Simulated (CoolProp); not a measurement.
Computed with CoolProp (reference Helmholtz-energy equation of state, Lemmon and Jacobsen 2000).

Problem. For R143a, give the phase and the cv (kJ/(kg K)), speed of sound (m/s) at 100.35 °C and 0.00595 MPa; 100.35 °C and 0.0814 MPa.

Solution. 
- 100.35 °C and 0.00595 MPa: gas; cv 0.976, speed of sound 202
- 100.35 °C and 0.0814 MPa: gas; cv 0.978, speed of sound 201
